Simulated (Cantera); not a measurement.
An isothermal, constant-pressure homogeneous reactor starts with 46.9 % CH4, 44.1 % H2O, 8.92 % H2, at 1275 K and 1.00 bar.

Model: GRI-Mech 3.0 (53 species, 325 reactions), integrated in Cantera.

Task: Predict: x(CH4) at 70.0 s; x(H2O) at 70.0 s; x(H2) at 70.0 s; x(C2H2) at 70.0 s; x(H) at 70.0 s.

Result: 
| Item | Value |
|---|---|
| x(CH4) at 70.0 s | 0.319 (gas-phase equilibrium 0.0157) |
| x(H2O) at 70.0 s | 0.398 (gas-phase equilibrium 0.000659) |
| x(H2) at 70.0 s | 0.226 (gas-phase equilibrium 0.750) |
| x(C2H2) at 70.0 s | 0.0276 (gas-phase equilibrium 2.70e-6) |
| x(H) at 70.0 s | 3.10e-7 (gas-phase equilibrium 6.42e-7) |
